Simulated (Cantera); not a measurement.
An isothermal, constant-pressure homogeneous reactor starts with 61.7 % CH₄, 30.9 % H₂O, 7.41 % H₂, at 1350 K and 0.987 atm.

Cantera simulation using GRI-Mech 3.0 (53 species, 325 reactions); the numbers are that mechanism's predictions, not measurements. GRI-Mech 3.0 stops at C3 and has no aromatics, soot or wall deposition, so with more carbon than oxygen in the feed, carbon stays in small species such as C2H2 where larger ones or solid carbon would form.

x: mole fraction; the columns are a selection and need not sum to one.

```json
[
 {"t (s)": "0.000200", "x CH₄": "0.617", "x H₂O": "0.309", "x H₂": "0.0741", "x O₂": "<1e-12", "x H₂O₂": "<1e-12", "x C₂H₄": "5.29e-9"},
 {"t (s)": "0.000462", "x CH₄": "0.617", "x H₂O": "0.309", "x H₂": "0.0741", "x O₂": "<1e-12", "x H₂O₂": "<1e-12", "x C₂H₄": "[?]"},
 {"t (s)": "0.00107", "x CH₄": "0.617", "x H₂O": "0.309", "x H₂": "0.0741", "x O₂": "<1e-12", "x H₂O₂": "<1e-12", "x C₂H₄": "4.07e-7"},
 {"t (s)": "0.00247", "x CH₄": "0.617", "x H₂O": "0.309", "x H₂": "0.0741", "x O₂": "<1e-12", "x H₂O₂": "<1e-12", "x C₂H₄": "1.78e-6"},
 {"t (s)": "0.00570", "x CH₄": "0.617", "x H₂O": "0.309", "x H₂": "0.0742", "x O₂": "<1e-12", "x H₂O₂": "<1e-12", "x C₂H₄": "6.74e-6"},
 {"t (s)": "0.0132", "x CH₄": "0.617", "x H₂O": "0.309", "x H₂": "0.0743", "x O₂": "<1e-12", "x H₂O₂": "<1e-12", "x C₂H₄": "2.78e-5"},
 {"t (s)": "0.0304", "x CH₄": "0.616", "x H₂O": "0.309", "x H₂": "0.0747", "x O₂": "<1e-12", "x H₂O₂": "<1e-12", "x C₂H₄": "0.000126"},
 {"t (s)": "0.0702", "x CH₄": "0.615", "x H₂O": "0.308", "x H₂": "0.0758", "x O₂": "<1e-12", "x H₂O₂": "<1e-12", "x C₂H₄": "0.000534"},
 {"t (s)": "0.162", "x CH₄": "0.611", "x H₂O": "0.308", "x H₂": "0.0789", "x O₂": "<1e-12", "x H₂O₂": "<1e-12", "x C₂H₄": "0.00162"},
 {"t (s)": "0.375", "x CH₄": "0.601", "x H₂O": "0.306", "x H₂": "[?]", "x O₂": "<1e-12", "x H₂O₂": "<1e-12", "x C₂H₄": "[?]"},
 {"t (s)": "0.866", "x CH₄": "0.578", "x H₂O": "0.302", "x H₂": "0.107", "x O₂": "<1e-12", "x H₂O₂": "<1e-12", "x C₂H₄": "0.00484"},
 {"t (s)": "2.00", "x CH₄": "0.531", "x H₂O": "0.294", "x H₂": "0.147", "x O₂": "<1e-12", "x H₂O₂": "<1e-12", "x C₂H₄": "0.00729"}
]
```

Question: Some entries are withheld; supply them.

Answer: 
- 0.000462, x C₂H₄: 5.66e-8
- 0.375, x H₂: 0.0872
- 0.375, x C₂H₄: 0.00327
